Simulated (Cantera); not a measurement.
Charge: 1 mol Si, 5 mol HCl, 0.36 mol H₂, equilibrated at 723.15 K and 1.00 bar.

These are equilibrium values from Cantera (NASA tables, ideal gas, pure condensed phases), not measurements of a reactor. Candidate condensed phases: Si; 19 gas species. Kinetics and transport are ignored.

### Question
What is the equilibrium state?

### Answer
```
Property                              Value
--------------------------------  ---------
x(H₂)                                 0.541
x(HCl)                                0.230
x(SiCl₄)                              0.229
x(SiHCl₃)                          0.000162
gas amount                        4.360 mol
log10 activity of Si(s) (absent)     -10.97
```
